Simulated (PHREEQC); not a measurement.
Dissolve 7.9e-05 mol (CH3)4NF per kg of water at 32 °C. Closed to the air; pH follows from the charge balance.

Equilibrium calculation in PHREEQC: ion-association model, wateq4f.dat.

No solid was allowed to form.

**Question.** Predict the pH.

**Answer.** pH 6.92.

Complexes and solids missing from the database can't appear. (CH3)4N+ isn't in the database: it is added as a free cation with an ion size of 4 Å.
